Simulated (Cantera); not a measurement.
Input (Python, Cantera):

```python
import numpy as np
import cantera as ct

gas = ct.Solution("gri30.yaml")
gas.TPX = 450, 20000, {'CH4': 1, 'CO': 0.35, 'O2': 1.67, 'N2': 5.52, 'H2O': 0.19}
flame = ct.FreeFlame(gas, width=0.12)
flame.set_refine_criteria(ratio=3, slope=0.08, curve=0.16)
flame.transport_model = "mixture-averaged"
flame.solve(loglevel=0, auto=True)
z, T = flame.grid, flame.T
thick = (T[-1] - T[0]) / np.gradient(T, z).max()
show = ['CH4', 'CO', 'O2', 'H2O', 'HCO', 'CH2O']
print(f"laminar burning velocity  {flame.velocity[0] * 100:.3f} cm/s")
print(f"burnt temperature         {T[-1]:.1f} K")
print(f"thermal thickness         {thick * 1e3:.4f} mm")
print(f"grid points               {len(z)}")
z0 = z[flame.heat_release_rate.argmax()]
print(f"{'z/mm':>9s}{'T/K':>9s}{'u/(m/s)':>9s}" + "".join(f"{s:>11s}" for s in show))
rows = []
for k in (-3, -2, -1.5, -1, -0.5, -0.25, 0, 0.25, 0.5, 1, 2, 4, 8):
    zz = z0 + k * thick
    rows.append([k * thick, np.interp(zz, z, T), np.interp(zz, z, flame.velocity),
                 *(np.interp(zz, z, flame.X[gas.species_index(s)]) for s in show)])
    print(f"{rows[-1][0] * 1e3:9.3f}{rows[-1][1]:9.1f}{rows[-1][2]:9.3f}" + "".join(f"{x:11.3e}" for x in rows[-1][3:]))
```

Result:

```
laminar burning velocity  112.001 cm/s
burnt temperature         2241.9 K
thermal thickness         1.4024 mm
grid points               157
     z/mm      T/K  u/(m/s)        CH4         CO         O2        H2O        HCO       CH2O
   -4.207    450.0    1.121  1.144e-01  4.005e-02  1.911e-01  2.175e-02  2.089e-17  9.298e-09
   -2.805    450.7    1.126  1.140e-01  3.995e-02  1.906e-01  2.177e-02  1.599e-14  3.772e-07
   -2.104    455.4    1.142  1.132e-01  3.984e-02  1.896e-01  2.220e-02  2.212e-12  3.842e-06
   -1.402    517.3    1.311  1.085e-01  4.055e-02  1.846e-01  2.815e-02  2.653e-09  5.998e-05
   -0.701    975.1    2.532  7.701e-02  5.468e-02  1.490e-01  7.184e-02  1.668e-06  5.756e-04
   -0.351   1407.0    3.712  4.164e-02  7.566e-02  1.041e-01  1.160e-01  3.267e-05  1.078e-03
    0.000   1781.1    4.750  1.118e-02  9.672e-02  5.456e-02  1.579e-01  9.251e-05  7.543e-04
    0.351   1950.7    5.211  1.309e-03  1.000e-01  2.430e-02  1.798e-01  4.298e-05  1.914e-04
    0.701   1993.4    5.310  8.895e-05  9.260e-02  1.206e-02  1.861e-01  5.455e-06  1.971e-05
    1.402   2014.0    5.336  3.251e-07  8.161e-02  6.192e-03  1.853e-01  8.989e-08  9.155e-08
    2.805   2030.7    5.361  6.551e-11  7.618e-02  4.907e-03  1.835e-01  5.678e-08  1.969e-10
    5.610   2051.9    5.407  9.990e-15  7.538e-02  4.361e-03  1.846e-01  5.156e-08  1.767e-10
   11.219   2083.8    5.478  1.195e-15  7.536e-02  3.649e-03  1.871e-01  4.430e-08  1.824e-10
```

Model: GRI-Mech 3.0 (53 species, 325 reactions), integrated in Cantera. Burning velocities carry a grid error of a few per cent, more on coarse grids.
